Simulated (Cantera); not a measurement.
A closed system holds: 1 mol Zr, 5.3 mol N₂, 380 mol H₂, a varied amount of N₂O, equilibrated at 1575 K and 0.133 bar.

These are equilibrium values from Cantera (NASA tables, ideal gas, pure condensed phases), not measurements of a reactor. Candidate condensed phases: H₂O, Zr, ZrN, ZrO₂; 28 gas species. Mutual solubility and eutectic melting of coexisting phases are not modelled. ZrN: taken at fixed stoichiometry. Condensed phases not in the tables: solid solutions among these carbides, nitrides and lower oxides. Equilibrium is a limit: real reactors are often held back by kinetics, nucleation or transport.

x: gas mole fraction; n: condensed amount in mol.

```tsv
n(N₂O) (mol)	x H₂	x N₂	x H₂O	x H	n ZrN(s)	n ZrO₂(tetragonal)
0.93	0.984	0.0154	8.95e-6	0.000113	0.537	0.463
1.9	0.981	0.0185	9.34e-6	0.000113	0.0518	0.948
2.9	0.976	0.0211	0.00232	0.000112	0	1.00
3.9	0.971	0.0236	0.00488	0.000112	0	1.00
4.9	0.966	___	___	0.000112	0	1.00
5.8	0.962	0.0284	0.00972	0.000112	0	1.00
6.8	0.957	0.0309	___	0.000111	0	1.00
7.8	0.952	0.0333	0.0148	0.000111	0	1.00
```

Task: Some entries are withheld; supply them.

Result: 
- 4.9, x N₂: 0.0261
- 4.9, x H₂O: 0.00743
- 6.8, x H₂O: 0.0122
